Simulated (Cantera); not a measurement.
A closed system holds: 1 mol Cu, 0.3 mol H₂O, 270 mol N₂, 0.73 mol NH₃, at 1330 Pa.

Cantera equilibrium calculation (NASA polynomials, part measured and part estimated; ideal gas, pure solids and liquids). Candidate condensed phases: Cu, CuO, Cu(OH)₂, Cu₂O, H₂O; 27 gas species. The numbers say what is thermodynamically allowed, not how fast it happens.

Q: What share of the Cu ends up in condensed phases as a function of T (°C), at 1025, 1075, 1125, 1175, 1225, 1275, 1325, 1375, 1425?

A: 
| T (°C) | Cu condensed (%) | as |
|---|---|---|
| 1025 | 99.7 | Cu(s) |
| 1075 | 99.0 | Cu(s) |
| 1125 | 97.4 | Cu(l) |
| 1175 | 93.2 | Cu(l) |
| 1225 | 83.8 | Cu(l) |
| 1275 | 63.2 | Cu(l) |
| 1325 | 21.0 | Cu(l) |
| 1375 | 0.0 | - |
| 1425 | 0.0 | - |
